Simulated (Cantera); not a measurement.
Cantera run:

```python
import numpy as np
import cantera as ct

gas_names = """
    C CO CO2 C2 C2O C3 C3O2 C4 C5 O O2 O3 Ti TiO TiO2
""".split()
cond_names = """
    C(gr) Ti(a) Ti(b) Ti(L) TiC(s) TiC(L) TiO(a) TiO(b) TiO(L) TiO2(ru) TiO2(L) Ti2O3(a) Ti2O3(b)
    Ti2O3(L) Ti3O5(a) Ti3O5(b) Ti3O5(L) Ti4O7(s) Ti4O7(L)
""".split()


# ... load() reads the species with a 1 bar reference pressure and builds the phases ...
atoms = {
    'TiO2': {'Ti': 1, 'O': 2},
    'CO': {'C': 1, 'O': 1},
}
top_T = {'C(gr)': 4500}  # K; cautious upper limits of use, not melting points


# ... equilibrate(T, P, feed) seeds the gas with the atoms and calls Mixture.equilibrate('TP', solver="vcs", rtol=1e-11, max_steps=5000) ...
results = []
feed = {'TiO2': 1, 'CO': 0.82}  # mol
T = 2348  # K
for P in [10, 52, 270, 1400, 7200, 37000, 190000, 1000000]:
    mix = equilibrate(T, P, feed)
    results.append((T, P, feed, dict(zip(mix.species_names, mix.species_moles))))

top = {s: max(r[3][s] / sum(r[3][g] for g in gas_names) for r in results) for s in gas_names}
cols = sorted((s for s in top if top[s] > 1e-05), key=lambda s: -top[s])[:9]
seen = [c for c in cond_names if any(r[3].get(c, 0) > 1e-12 for r in results)]
print("log10 of partial pressures in bar; condensed amounts in mol")
print(f"{'P/Pa':>10s}" + "".join(f"{s[:9]:>10s}" for s in cols + seen))
for T, P, feed, n in results:
    ng = sum(n[g] for g in gas_names)
    print(f"{P:10.4g}" + "".join(f"{np.log10(max(n[s] / ng * P / 1e5, 1e-99)):10.3f}" for s in cols)
          + "".join(f"{n.get(c, 0):10.4g}" for c in seen))
```

Result:

```
log10 of partial pressures in bar; condensed amounts in mol
      P/Pa        CO       CO2      TiO2         O        O2       TiO  Ti4O7(L)
        10    -4.203    -5.293    -4.682    -5.081    -5.792    -5.803    0.1822
        52    -3.430    -4.073    -4.570    -4.635    -4.899    -6.138    0.2376
       270    -2.718    -3.163    -4.520    -4.437    -4.503    -6.286    0.2476
      1400    -2.009    -2.388    -4.504    -4.370    -4.369    -6.336    0.2495
      7200    -1.300    -1.662    -4.500    -4.353    -4.337    -6.348    0.2499
   3.7e+04    -0.590    -0.948    -4.499    -4.350    -4.330    -6.351      0.25
   1.9e+05     0.121    -0.237    -4.499    -4.350    -4.329    -6.351      0.25
     1e+06     0.842     0.484    -4.499    -4.349    -4.328    -6.351      0.25
```

Method: chemical equilibrium by Gibbs-energy minimisation in Cantera with the NASA 1993 tables (ideal gas, pure condensed phases). Condensed phases not in the tables: Magnéli phases beyond Ti4O7.
